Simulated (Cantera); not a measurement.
A Cantera script and its output.

```python
import numpy as np
import cantera as ct

gas = ct.Solution("gri30.yaml", transport_model="mixture-averaged")
show = ['OH', 'H', 'CH3']

rows = []
print(f"{'T/K':>7s}{'rho':>11s}{'cp':>10s}{'mu':>11s}{'lambda':>11s}{'Pr':>7s}" + "".join(f"{'D_' + s:>11s}" for s in show))
for T in [400, 600, 800, 1000, 1200, 1400, 1600]:
    gas.TPX = T, 13332, {'N2': 0.68, 'C2H6': 0.63, 'C2H4': 0.21}
    Pr = gas.cp_mass * gas.viscosity / gas.thermal_conductivity
    D = [gas.mix_diff_coeffs_mole[gas.species_index(s)] for s in show]
    rows.append([gas.density, gas.cp_mass, gas.viscosity, gas.thermal_conductivity, Pr, *D])
    print(f"{T:7g}{gas.density:11.4e}{gas.cp_mass:10.1f}{gas.viscosity:11.4e}"
          f"{gas.thermal_conductivity:11.4e}{Pr:7.3f}" + "".join(f"{d:11.4e}" for d in D))
print("SI units: kg/m3, J/kg/K, Pa s, W/m/K, m2/s")
```

Result:

```
    T/K        rho        cp         mu     lambda     Pr       D_OH        D_H      D_CH3
    400 1.1574e-01    1641.5 1.6012e-05 3.4039e-02  0.772 3.3135e-04 1.2592e-03 2.3767e-04
    600 7.7158e-02    2088.7 2.2095e-05 5.6538e-02  0.816 6.6843e-04 2.5827e-03 4.8724e-04
    800 5.7869e-02    2438.0 2.7317e-05 7.8917e-02  0.844 1.0893e-03 4.2428e-03 8.0024e-04
   1000 4.6295e-02    2719.2 3.1979e-05 1.0043e-01  0.866 1.5852e-03 6.2019e-03 1.1696e-03
   1200 3.8579e-02    2929.3 3.6246e-05 1.2092e-01  0.878 2.1502e-03 8.4350e-03 1.5906e-03
   1400 3.3068e-02    3093.5 4.0217e-05 1.4035e-01  0.886 2.7799e-03 1.0924e-02 2.0598e-03
   1600 2.8934e-02    3220.5 4.3957e-05 1.5877e-01  0.892 3.4711e-03 1.3655e-02 2.5747e-03
SI units: kg/m3, J/kg/K, Pa s, W/m/K, m2/s
```

Model: GRI-Mech 3.0 (53 species, 325 reactions), integrated in Cantera. The composition is frozen, though it would react at the higher temperatures.
